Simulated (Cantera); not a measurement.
# Hydrocarbon pyrolysis for carbon deposition

An isothermal, constant-pressure homogeneous reactor starts with 1.22 % C2H6, 98.8 % N2, at 1800 K and 10.00 Torr.

Detailed kinetics in Cantera: GRI-Mech 3.0 (53 species, 325 reactions). GRI-Mech 3.0 stops at C3 and has no aromatics, soot or wall deposition, so with more carbon than oxygen in the feed, carbon stays in small species such as C2H2 where larger ones or solid carbon would form. Radical loss at walls, strong at low pressure, is not modelled.

```
t (s)       x C2H6     x HCN    x CH2      x H2     x CH3
--------  --------  --------  -------  --------  --------
3.00e-5     0.0115  1.41e-12  1.32e-7   7.39e-7   0.00136
9.17e-5     0.0101  3.68e-10  3.32e-6   2.64e-5   0.00384
0.000280   0.00627   5.60e-7  4.08e-5  0.000946   0.00852
0.000857  0.000574   1.70e-5  8.15e-5   0.00790   0.00769
0.00262    4.38e-6   5.14e-5  3.36e-5    0.0176   0.00166
0.00801    4.84e-7   6.97e-5  1.05e-5    0.0212  0.000539
0.0245     1.11e-7   8.07e-5  3.80e-6    0.0223  0.000244
0.0749     2.87e-8   8.93e-5  1.50e-6    0.0228  0.000120
0.229      7.56e-9   9.78e-5  6.74e-7    0.0232   6.04e-5
0.700      1.58e-9  0.000110  3.27e-7    0.0235   2.78e-5
2.14      1.49e-10  0.000128  1.24e-7    0.0236   8.70e-6
6.54      2.13e-12  0.000147  1.94e-8    0.0236   1.07e-6
20.0        <1e-12  0.000150  1.34e-9    0.0236   6.04e-8
```
x: mole fraction; the columns are a selection and need not sum to one.

Equilibrium at this temperature and pressure: C2H6 <1e-12, HCN 0.0213, CH2 9.25e-10, H2 0.0236, CH3 4.04e-8 (gas phase only).
